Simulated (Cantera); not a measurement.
# Equilibrium for carbothermic reduction: PbO + C + N₂

A closed system holds: 1 mol PbO, 0.48 mol C, 0.21 mol N₂, equilibrated at 1625 K.

Cantera equilibrium calculation (NASA polynomials, part measured and part estimated; ideal gas, pure solids and liquids). Candidate condensed phases: C, Pb, PbO, PbO₂, Pb₃O₄; 27 gas species. Each liquid is taken as pure. Mutual solubility and eutectic melting of coexisting phases are not modelled. Gases not in the tables: (PbO)n polymers. Rates play no part.

```tsv
P (Pa)	x CO₂	x Pb	x N₂	x PbO	x CO	x O₂	x Pb₂	n Pb(l)	n PbO(l)
10	0.270	0.560	0.124	0.0297	0.0130	0.00330	3.66e-7	0	0
42	0.272	0.558	0.124	0.0332	0.0116	0.000987	1.52e-6	0	0
180	0.273	0.557	0.124	0.0344	0.0113	0.000247	6.52e-6	0	0
750	0.273	0.557	0.124	0.0347	0.0112	6.05e-5	2.71e-5	0	0
3200	0.273	0.557	0.124	0.0348	0.0111	1.42e-5	0.000116	0	0
13000	0.273	0.556	0.124	0.0348	0.0111	3.52e-6	0.000469	0	0
56000	0.564	0.133	0.248	0.0510	0.00375	3.06e-5	0.000116	0.844	0
240000	0.660	0.0311	0.290	0.0158	0.00331	1.26e-5	2.70e-5	0.935	0.0309
1000000	0.684	0.00746	0.301	0.00379	0.00343	3.02e-6	6.49e-6	0.952	0.0397
```
x: gas mole fraction; n: condensed amount in mol.

From 0.0750 Torr to 97.5 Torr nothing is condensed. At 420 Torr the condensed part is Pb(l). From 1800 Torr to 7500 Torr the condensed part is Pb(l) + PbO(l).
